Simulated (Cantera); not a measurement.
A freely propagating, adiabatic, planar premixed flame of 35.3 % H₂, 13.6 % O₂, 51.1 % N₂, equivalence ratio 1.3, unburnt at 525 K and 25000 Pa; mixture-averaged transport, grid criteria slope 0.08 and curve 0.16, no radiation.

Cantera simulation using the H2/O2 subset of GRI-Mech 3.0, which has no nitrogen chemistry; the numbers are that mechanism's predictions, not measurements. Burning velocities carry a grid error of a few per cent, more on coarse grids.

x: mole fraction of selected species; z is measured from the peak of heat release.

| z (mm) | T (K) | u (m/s) | x H₂ | x O₂ | x O | x H₂O₂ | x H | x HO₂ |
|---|---|---|---|---|---|---|---|---|
| -8.02 | 525 | 5.81 | 0.353 | 0.136 | <1e-8 | <1e-8 | <1e-8 | <1e-8 |
| -5.35 | 525 | 5.81 | 0.353 | 0.136 | <1e-8 | <1e-8 | <1e-8 | <1e-8 |
| -4.01 | 525 | 5.81 | 0.353 | 0.136 | <1e-8 | <1e-8 | <1e-8 | <1e-8 |
| -2.67 | 525 | 5.81 | 0.353 | 0.136 | <1e-8 | <1e-8 | 1.99e-8 | 1.47e-7 |
| -1.34 | 533 | 5.89 | 0.351 | 0.136 | 5.92e-6 | 1.44e-6 | 0.000175 | 0.000101 |
| -0.668 | 709 | 7.70 | 0.324 | 0.131 | 0.000229 | 4.14e-6 | 0.00896 | 6.54e-5 |
| 0 | 1148 | 12.1 | 0.185 | 0.0821 | 0.00653 | 1.02e-6 | 0.0685 | 2.33e-5 |
| 0.668 | 1430 | 14.9 | 0.0869 | 0.0227 | 0.0105 | 1.00e-6 | 0.102 | 6.05e-6 |
| 1.34 | 1546 | 16.0 | 0.0799 | 0.0149 | 0.0102 | 7.60e-7 | 0.0956 | 3.56e-6 |
| 2.67 | … | 17.2 | 0.0838 | … | … | … | … | … |
| 5.35 | 1831 | 18.5 | 0.0878 | 0.0100 | 0.00778 | 2.46e-7 | 0.0657 | 1.81e-6 |
| 10.7 | 1985 | 19.8 | 0.0903 | 0.00750 | 0.00588 | 1.30e-7 | 0.0504 | 1.23e-6 |
| 21.4 | 2131 | 21.1 | 0.0914 | … | … | … | … | … |

Task: What belongs in the gaps?

Result: 
- 2.67, T (K): 1681
- 2.67, x O₂: 0.0124
- 2.67, x O: 0.00928
- 2.67, x H₂O₂: 4.65e-7
- 2.67, x H: 0.0815
- 2.67, x HO₂: 2.56e-6
- 21.4, x O₂: 0.00509
- 21.4, x O: 0.00394
- 21.4, x H₂O₂: 7.35e-8
- 21.4, x H: 0.0367
- 21.4, x HO₂: 8.24e-7
